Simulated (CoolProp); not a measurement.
CH3F (R41) along the isotherm 351.4 K: fugacity coefficient from the reference equation and from simpler models built on Tc = 317.3 K, pc = 5906 kPa, ω = 0.200; each cubic takes its own stable root.

The numbers come from the reference Helmholtz-energy equation of state, Lemmon 2006 in CoolProp. It is a short technical equation, of lower accuracy than the large ones.

```json
[
 {"p (kPa)": "268", "phase": "gas", "reference": "0.9873"},
 {"p (kPa)": "537", "phase": "gas", "reference": "0.9746"},
 {"p (kPa)": "805", "phase": "gas", "reference": "0.9621"},
 {"p (kPa)": "1070", "phase": "gas", "reference": "0.9499"},
 {"p (kPa)": "1340", "phase": "gas", "reference": "0.9375"},
 {"p (kPa)": "1610", "phase": "gas", "reference": "0.9252"},
 {"p (kPa)": "1880", "phase": "gas", "reference": "0.9131"},
 {"p (kPa)": "2150", "phase": "gas", "reference": "0.9010"},
 {"p (kPa)": "2420", "phase": "gas", "reference": "0.8890"},
 {"p (kPa)": "2680", "phase": "gas", "reference": "0.8776"},
 {"p (kPa)": "2950", "phase": "gas", "reference": "0.8658"}
]
```

### Question
How far does each simpler model (van der Waals, Peng-Robinson) lie from the reference over these 11 states: mean and median of the absolute difference, and the worst?

### Answer
- van der Waals: mean 1.3 %, median 1.3 %, worst +2.3 % at 351.4 K and 2950 kPa
- Peng-Robinson: mean 0.1 %, median 0.1 %, worst +0.3 % at 351.4 K and 2950 kPa
